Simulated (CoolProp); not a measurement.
20 sccm (0 °C, 1 atm) of nitrogen bubbles through liquid n-perfluorohexane at 280.6 K and leaves saturated at a total pressure of 0.15 MPa (ideal gas phase). Each further row changes one setting.

The numbers come from the reference Helmholtz-energy equation of state, Gao 2022 in CoolProp.

| case | vapour pressure (kPa) | mole fraction of vapour | delivery (mg/min) | delivery (sccm) | change of delivery for a bath 1 K warmer (%) |
|---|---|---|---|---|---|
| as stated | 12.8 | 0.0855 | 28.2 | … | 5.7 |
| bath temperature 285.6 K | … | … | … | 2.47 | 5.6 |
| total pressure 0.3 MPa | 12.8 | 0.0427 | 13.5 | … | … |

Q: Some entries are withheld; supply them.

A: 
- as stated, delivery (sccm): 1.87
- bath temperature 285.6 K, vapour pressure (kPa): 16.5
- bath temperature 285.6 K, mole fraction of vapour: 0.110
- bath temperature 285.6 K, delivery (mg/min): 37.2
- total pressure 0.3 MPa, delivery (sccm): 0.893
- total pressure 0.3 MPa, change of delivery for a bath 1 K warmer (%): 5.5
